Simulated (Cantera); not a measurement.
A closed system holds: 1 mol MgO, 0.55 mol SO3, 2.4 mol CO2, at 725 K.

Equilibrium computed with Cantera from the NASA thermochemical tables; the gas is ideal and each condensed phase is pure. Candidate condensed phases: C, Mg, MgCO3, MgO, MgS, MgSO4, S; 26 gas species. The numbers say what is thermodynamically allowed, not how fast it happens.

Question: Which condensed phases are stable at each of these points (P (Pa)): 1000, 3000, 8800, 26000, 77000, 230000, 680000, 2000000?

Answer: 
```json
[
 {"P (Pa)": "1000", "condensed phases": "MgO(s) + MgSO4(s)", "Mg condensed (%)": "100.0"},
 {"P (Pa)": "3000", "condensed phases": "MgO(s) + MgSO4(s)", "Mg condensed (%)": "100.0"},
 {"P (Pa)": "8800", "condensed phases": "MgO(s) + MgSO4(s)", "Mg condensed (%)": "100.0"},
 {"P (Pa)": "26000", "condensed phases": "MgO(s) + MgSO4(s)", "Mg condensed (%)": "100.0"},
 {"P (Pa)": "77000", "condensed phases": "MgO(s) + MgSO4(s)", "Mg condensed (%)": "100.0"},
 {"P (Pa)": "230000", "condensed phases": "MgO(s) + MgSO4(s)", "Mg condensed (%)": "100.0"},
 {"P (Pa)": "680000", "condensed phases": "MgCO3(s) + MgSO4(s)", "Mg condensed (%)": "100.0"},
 {"P (Pa)": "2000000", "condensed phases": "MgCO3(s) + MgSO4(s)", "Mg condensed (%)": "100.0"}
]
```

From 10.0 mbar to 2.30 bar the condensed part is MgO(s) + MgSO4(s). From 6.80 bar to 20.0 bar the condensed part is MgCO3(s) + MgSO4(s).
